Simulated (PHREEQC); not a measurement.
Solution (20 °C): 0.016 mol CuSO4, 0.25 mol HCl and 0.057 mol NaCl per kg of water. Closed to the air; pH follows from the charge balance.

The numbers come from PHREEQC with the ion-association model, phreeqc.dat.

This is a speciation only: nothing precipitates in the calculation.

Predict the pH.

pH 0.73.

In which forms is S present?

HSO4- 81 %, SO4-2 15 %, CuSO4 2.5 %, NaSO4- 1.0 % of the S.
